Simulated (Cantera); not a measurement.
A Cantera script and what it prints.

```python
import numpy as np
import cantera as ct

gas_names = [...]  # 113 gases of nasa_gas.yaml made of C, F, H, Si
cond_names = """
    C(gr) C6H6(L) C7H8(L) C8H18(L),n-octa Si(cr) Si(L) SiC(b)
""".split()


# ... load() reads the species with a 1 bar reference pressure and builds the phases ...
atoms = {
    'SiF4': {'Si': 1, 'F': 4},
    'C3H8': {'C': 3, 'H': 8},
    'H2': {'H': 2},
}
top_T = {'C(gr)': 4500, 'SiC(b)': 3050}  # K; cautious upper limits of use, not melting points


# ... equilibrate(T, P, feed) seeds the gas with the atoms and calls Mixture.equilibrate('TP', solver="vcs", rtol=1e-11, max_steps=5000) ...
results = []
feed = {'SiF4': 1, 'C3H8': 0.056, 'H2': 890}  # mol
T = 1023  # K
P = 100000  # Pa
mix = equilibrate(T, P, feed)
results.append((T, P, feed, dict(zip(mix.species_names, mix.species_moles))))
x = sorted(zip(gas.X, gas.species_names), reverse=True)
print(f"T = {T:g} K  P = {P:g} Pa  gas = {mix.phase_moles(0):.4g} mol")
print("   x: " + "  ".join(f"{s} {v:.3e}" for v, s in x if v > 0.0001))
print("   condensed (mol): " + ("  ".join(f"{mix.phase(i).name} {mix.phase_moles(i):.4g}"
      for i in range(1, mix.n_phases) if mix.phase_moles(i) > 1e-12) or "none"))
```

It prints:

```
T = 1023 K  P = 100000 Pa  gas = 891.1 mol
   x: H2 9.986e-01  SiF4 1.064e-03  CH4 1.885e-04
   condensed (mol): none
```

Cantera equilibrium calculation (NASA polynomials, part measured and part estimated; ideal gas, pure solids and liquids).
